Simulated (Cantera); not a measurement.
## Adiabatic ignition

An adiabatic, constant-volume homogeneous reactor starts with 19.7 % CO, 4.91 % H2, 0.767 % CH4, 15.7 % O2, 59.0 % N2, at 1298 K and 0.592 atm.

Detailed kinetics in Cantera: GRI-Mech 3.0 (53 species, 325 reactions).

```json
[
 {"t (s)": "4.00e-6", "T (K)": "1298", "P (bar)": "0.600", "x CO": "0.197", "x H2": "0.0491", "x CH4": "0.00767", "x CO2": "1.83e-8", "x C2H2": "<1e-12", "x H2O": "7.07e-9"},
 {"t (s)": "9.59e-6", "T (K)": "1298", "P (bar)": "0.600", "x CO": "0.197", "x H2": "0.0491", "x CH4": "0.00767", "x CO2": "6.41e-8", "x C2H2": "<1e-12", "x H2O": "6.80e-8"},
 {"t (s)": "2.30e-5", "T (K)": "1298", "P (bar)": "0.600", "x CO": "0.197", "x H2": "0.0491", "x CH4": "0.00766", "x CO2": "5.46e-7", "x C2H2": "<1e-12", "x H2O": "1.18e-6"},
 {"t (s)": "5.52e-5", "T (K)": "1299", "P (bar)": "0.600", "x CO": "0.196", "x H2": "0.0489", "x CH4": "0.00757", "x CO2": "8.72e-5", "x C2H2": "2.82e-12", "x H2O": "0.000229"},
 {"t (s)": "0.000132", "T (K)": "1969", "P (bar)": "0.892", "x CO": "0.112", "x H2": "0.00829", "x CH4": "<1e-12", "x CO2": "0.0964", "x C2H2": "<1e-12", "x H2O": "0.0354"},
 {"t (s)": "0.000317", "T (K)": "2562", "P (bar)": "1.12", "x CO": "0.0945", "x H2": "0.00593", "x CH4": "<1e-12", "x CO2": "0.122", "x C2H2": "<1e-12", "x H2O": "0.0492"},
 {"t (s)": "0.000761", "T (K)": "2782", "P (bar)": "1.20", "x CO": "0.0812", "x H2": "0.00458", "x CH4": "<1e-12", "x CO2": "0.139", "x C2H2": "<1e-12", "x H2O": "0.0542"},
 {"t (s)": "0.00183", "T (K)": "2780", "P (bar)": "1.19", "x CO": "0.0806", "x H2": "0.00457", "x CH4": "<1e-12", "x CO2": "0.139", "x C2H2": "<1e-12", "x H2O": "0.0546"},
 {"t (s)": "0.00438", "T (K)": "2775", "P (bar)": "1.19", "x CO": "0.0805", "x H2": "0.00458", "x CH4": "<1e-12", "x CO2": "0.140", "x C2H2": "<1e-12", "x H2O": "0.0548"},
 {"t (s)": "0.0105", "T (K)": "2775", "P (bar)": "1.19", "x CO": "0.0804", "x H2": "0.00458", "x CH4": "<1e-12", "x CO2": "0.140", "x C2H2": "<1e-12", "x H2O": "0.0549"},
 {"t (s)": "0.0252", "T (K)": "2775", "P (bar)": "1.19", "x CO": "0.0804", "x H2": "0.00458", "x CH4": "<1e-12", "x CO2": "0.140", "x C2H2": "<1e-12", "x H2O": "0.0549"},
 {"t (s)": "0.0604", "T (K)": "2775", "P (bar)": "1.19", "x CO": "0.0804", "x H2": "0.00458", "x CH4": "<1e-12", "x CO2": "0.140", "x C2H2": "<1e-12", "x H2O": "0.0549"},
 {"t (s)": "0.145", "T (K)": "2775", "P (bar)": "1.19", "x CO": "0.0804", "x H2": "0.00458", "x CH4": "<1e-12", "x CO2": "0.140", "x C2H2": "<1e-12", "x H2O": "0.0549"},
 {"t (s)": "0.348", "T (K)": "2775", "P (bar)": "1.19", "x CO": "0.0804", "x H2": "0.00458", "x CH4": "<1e-12", "x CO2": "0.140", "x C2H2": "<1e-12", "x H2O": "0.0549"},
 {"t (s)": "0.834", "T (K)": "2775", "P (bar)": "1.19", "x CO": "0.0804", "x H2": "0.00458", "x CH4": "<1e-12", "x CO2": "0.140", "x C2H2": "<1e-12", "x H2O": "0.0549"},
 {"t (s)": "2.00", "T (K)": "2775", "P (bar)": "1.19", "x CO": "0.0804", "x H2": "0.00458", "x CH4": "<1e-12", "x CO2": "0.140", "x C2H2": "<1e-12", "x H2O": "0.0549"}
]
```
x: mole fraction; the columns are a selection and need not sum to one.

* **time of steepest temperature rise**: 85.5 µs
* **temperature at 2.00 s**: 2775 K
* **equilibrium temperature**: 2775 K
* **x(CO) at 2.00 s**: 0.0804 (gas-phase equilibrium 0.0804)
* **x(H2) at 2.00 s**: 0.00458 (gas-phase equilibrium 0.00458)
* **x(CH4) at 2.00 s**: <1e-12 (gas-phase equilibrium <1e-12)
